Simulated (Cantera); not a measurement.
A closed system holds: 1 mol Si, 2.8 mol HBr, 13 mol N2, held at 13.0 mbar.

Equilibrium computed with Cantera from the NASA thermochemical tables; the gas is ideal and each condensed phase is pure. Candidate condensed phases: Br2, Si, Si3N4; 28 gas species. N2 is the only nitrogen source here; it is nearly inert below about 1500 K, so the nitride shown seldom forms there in practice. The tables' values for SiBr3 are old estimates; treat these amounts as uncertain. The numbers say what is thermodynamically allowed, not how fast it happens.

Question: At 1448 K, list the 6 most abundant gas species with their mole fractions, and the condensed phases.

Answer: N2 0.816, HBr 0.127, H2 0.0274, SiBr2 0.0183, Br 0.00767, SiBr4 0.00170. Condensed: Si3N4(s).
